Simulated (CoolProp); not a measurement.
Vapour-liquid equilibrium of ethanol (1) + p-xylene (2) at 1.11 bar; x and y are mole fractions of (1).

Values from CoolProp's multi-fluid Helmholtz-energy mixture model, Schroeder 2014 and Zhou 2012; pair parameters Bell 2016.

```json
[
 {"x": "0.05", "bubble temperature, mixture model (°C)": "110.4", "bubble temperature, Raoult's law (°C)": "131.9", "y, mixture model": "0.601", "y, Raoult's law": "0.272"},
 {"x": "0.15", "bubble temperature, mixture model (°C)": "92.8", "bubble temperature, Raoult's law (°C)": "118.7", "y, mixture model": "0.790", "y, Raoult's law": "0.555"},
 {"x": "0.25", "bubble temperature, mixture model (°C)": "88.3", "bubble temperature, Raoult's law (°C)": "109.9", "y, mixture model": "0.827", "y, Raoult's law": "0.701"},
 {"x": "0.35", "bubble temperature, mixture model (°C)": "86.8", "bubble temperature, Raoult's law (°C)": "103.3", "y, mixture model": "0.839", "y, Raoult's law": "0.790"},
 {"x": "0.45", "bubble temperature, mixture model (°C)": "86.2", "bubble temperature, Raoult's law (°C)": "98.1", "y, mixture model": "0.846", "y, Raoult's law": "0.851"},
 {"x": "0.55", "bubble temperature, mixture model (°C)": "85.6", "bubble temperature, Raoult's law (°C)": "93.8", "y, mixture model": "0.854", "y, Raoult's law": "0.895"},
 {"x": "0.65", "bubble temperature, mixture model (°C)": "?", "bubble temperature, Raoult's law (°C)": "90.2", "y, mixture model": "0.867", "y, Raoult's law": "0.928"},
 {"x": "0.75", "bubble temperature, mixture model (°C)": "83.7", "bubble temperature, Raoult's law (°C)": "87.1", "y, mixture model": "?", "y, Raoult's law": "0.954"},
 {"x": "0.85", "bubble temperature, mixture model (°C)": "82.5", "bubble temperature, Raoult's law (°C)": "84.3", "y, mixture model": "0.924", "y, Raoult's law": "0.975"},
 {"x": "0.95", "bubble temperature, mixture model (°C)": "?", "bubble temperature, Raoult's law (°C)": "81.9", "y, mixture model": "0.972", "y, Raoult's law": "0.992"}
]
```

Some entries are withheld; supply them.


- 0.65, bubble temperature, mixture model (°C): 84.7
- 0.75, y, mixture model: 0.890
- 0.95, bubble temperature, mixture model (°C): 81.3

The largest gap from Raoult's law is -25.9 K in bubble temperature, at x = 0.15. No azeotrope shows between x = 0.05 and 0.95.

Pair parameters are fitted to limited data, so mixtures are less certain than the pure fluids. With so large a gap from Raoult's law the liquid may split in two, which this calculation doesn't test in full.
